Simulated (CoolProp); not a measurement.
The numbers come from the reference Helmholtz-energy equation of state, Guder 2009 in CoolProp.

### Question
For sulfur hexafluoride, give the phase and the cv (kJ/(kg K)), Joule-Thomson coefficient (K/MPa) at 393.1 K and 1.01 bar; 599.2 K and 1.01 bar.

### Answer
- 393.1 K and 1.01 bar: gas; cv 0.734, Joule-Thomson coefficient 4.47
- 599.2 K and 1.01 bar: gas; cv 0.875, Joule-Thomson coefficient 1.55
